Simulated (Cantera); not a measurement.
Input: 1 mol FeS, 7.1 mol H₂, 4.9 mol N₂, equilibrated at 5.10 mbar.

Cantera equilibrium calculation (NASA polynomials, part measured and part estimated; ideal gas, pure solids and liquids). Candidate condensed phases: Fe, FeS, FeS₂, S; 16 gas species. Metal and sulfide melt together well below either melting point, which pure phases cannot show. Mutual solubility and eutectic melting of coexisting phases are not modelled. FeS: taken at fixed stoichiometry. The numbers say what is thermodynamically allowed, not how fast it happens. All values below are at 1675 K.

Base state: H₂ 0.561, N₂ 0.396, S₂ 0.0255, H₂S 0.0109, SH 0.00361, H 0.00122, Fe 0.000814, S 0.000561 (mole fractions); condensed: Fe(δ) + FeS(l).

Problem. What changes in the equilibrium state with this change: H₂ from 7.1 to 150 mol?

Solution. 
| species | before | after |
|---|---|---|
| H₂ | 0.561 | 0.961 |
| N₂ | 0.396 | 0.0315 |
| H₂S | 0.0109 | 0.00356 |
| S₂ | 0.0255 | 0.000932 |
| Fe | 0.000814 | 0.000814 |
| S | 0.000561 | 0.000107 |
| SH | 0.00361 | 0.000902 |
| H | 0.00122 | 0.00159 |
| Fe(δ), mol | 0.806 | 0.874 |
| FeS(l), mol | 0.184 | 0 |
